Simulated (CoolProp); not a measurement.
Properties of toluene along the isobar 0.101 MPa.

Values from CoolProp's reference Helmholtz-energy equation of state, Lemmon 2006. It is a short technical equation, of lower accuracy than the large ones.

```tsv
T (K)	phase	cp (kJ/(kg K))	speed of sound (m/s)	isothermal compressibility (1/MPa)	expansivity (1/kK)	viscosity (µPa s)	Prandtl number
484.3	gas	1.817	211.1	10.08	2.192	11.1	0.722
501.2	gas	1.867	215.0	10.06	2.103	11.5	0.720
518.2	gas	1.917	218.8	10.04	2.022	11.9	0.718
535.2	gas	1.965	222.5	10.03	1.948	12.3	0.717
552.1	gas	2.012	226.1	10.02	1.881	12.7	0.716
569.1	gas	2.057	229.6	10.00	1.818	13.0	0.715
586.1	gas	2.102	233.1	9.995	1.759	13.4	0.714
603	gas	2.144	236.5	9.986	1.705	13.8	0.713
620	gas	2.185	239.9	9.979	1.655	14.2	0.712
```

Viscosity comes from a separate model (Avgeri 2015). Thermal conductivity comes from a separate model (Assael 2012).
